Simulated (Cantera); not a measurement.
A closed system holds: 1 mol Si, 1.5 mol NF₃, equilibrated at 1330 Pa.

These are equilibrium values from Cantera (NASA tables, ideal gas, pure condensed phases), not measurements of a reactor. Candidate condensed phases: Si, Si₃N₄; 16 gas species. Rates play no part.

log p: log10 of the partial pressure in bar; nothing condenses.

```json
[
 {"T (°C)": "250", "log p SiF₄": "-2.14", "log p N₂": "-2.31", "log p F": "-7.43", "log p F₂": "-5.08", "log p NF₃": "-2.92"},
 {"T (°C)": "350", "log p SiF₄": "-2.14", "log p N₂": "-2.31", "log p F": "-5.44", "log p F₂": "-3.70", "log p NF₃": "-2.97"},
 {"T (°C)": "450", "log p SiF₄": "-2.16", "log p N₂": "-2.31", "log p F": "-4.13", "log p F₂": "-2.97", "log p NF₃": "-3.39"},
 {"T (°C)": "550", "log p SiF₄": "-2.18", "log p N₂": "-2.31", "log p F": "-3.36", "log p F₂": "-2.86", "log p NF₃": "-4.38"},
 {"T (°C)": "650", "log p SiF₄": "-2.20", "log p N₂": "-2.32", "log p F": "-2.88", "log p F₂": "-3.03", "log p NF₃": "-5.54"},
 {"T (°C)": "750", "log p SiF₄": "-2.22", "log p N₂": "-2.34", "log p F": "___", "log p F₂": "___", "log p NF₃": "___"},
 {"T (°C)": "850", "log p SiF₄": "-2.22", "log p N₂": "-2.35", "log p F": "-2.55", "log p F₂": "-4.03", "log p NF₃": "-8.35"},
 {"T (°C)": "950", "log p SiF₄": "-2.23", "log p N₂": "-2.35", "log p F": "-2.53", "log p F₂": "-4.63", "log p NF₃": "-9.73"},
 {"T (°C)": "1050", "log p SiF₄": "-2.23", "log p N₂": "-2.35", "log p F": "-2.53", "log p F₂": "___", "log p NF₃": "___"},
 {"T (°C)": "1150", "log p SiF₄": "-2.23", "log p N₂": "-2.35", "log p F": "-2.53", "log p F₂": "-5.61", "log p NF₃": "-11.97"},
 {"T (°C)": "1250", "log p SiF₄": "-2.23", "log p N₂": "-2.35", "log p F": "-2.53", "log p F₂": "-6.02", "log p NF₃": "-12.87"},
 {"T (°C)": "1350", "log p SiF₄": "-2.23", "log p N₂": "-2.35", "log p F": "-2.53", "log p F₂": "-6.37", "log p NF₃": "-13.66"},
 {"T (°C)": "1450", "log p SiF₄": "-2.23", "log p N₂": "-2.35", "log p F": "-2.53", "log p F₂": "-6.68", "log p NF₃": "<-13"}
]
```

Question: What belongs in the gaps?

Answer: 
- 750, log p F: -2.63
- 750, log p F₂: -3.44
- 750, log p NF₃: -6.88
- 1050, log p F₂: -5.15
- 1050, log p NF₃: -10.93
